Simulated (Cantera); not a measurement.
Input: 1 mol Al, 0.088 mol HCl, 0.061 mol O2, equilibrated at 1298 K and 10.0 Torr.

These are equilibrium values from Cantera (NASA tables, ideal gas, pure condensed phases), not measurements of a reactor. Candidate condensed phases: Al, AlCl3, Al2O3, H2O; 29 gas species. Mutual solubility and eutectic melting of coexisting phases are not modelled. The tables' values for AlCl2 are old estimates; treat these amounts as uncertain. Equilibrium is a limit: real reactors are often held back by kinetics, nucleation or transport.

Base state: AlCl 0.635, H2 0.343, AlCl2 0.0152, AlCl3 0.00686, HCl 0.000389, Al 2.09e-5 (mole fractions); condensed: Al(l) + Al2O3(s).

Task: What changes in the equilibrium state with this change: Al replaced by Fe3O4?

Result: 
| species | before | after |
|---|---|---|
| HCl | 0.000389 | 0.797 |
| H2O | <1e-9 | 0.101 |
| FeCl2 | 0 | 0.0892 |
| AlCl | 0.635 | 0 |
| H2 | 0.343 | 2.16e-6 |
| AlCl2 | 0.0152 | 0 |
| AlCl3 | 0.00686 | 0 |
| FeCl3 | 0 | 0.00554 |
| Al(l), mol | 0.834 | 0 |
| Al2O3(s), mol | 0.0407 | 0 |
| Fe2O3(s), mol | 0 | 0.372 |
| Fe3O4(s), mol | 0 | 0.749 |
Further candidate phases: Fe, FeCl2, FeCl3, FeO, Fe(OH)2, Fe(OH)3, Fe2O3, Fe3O4.
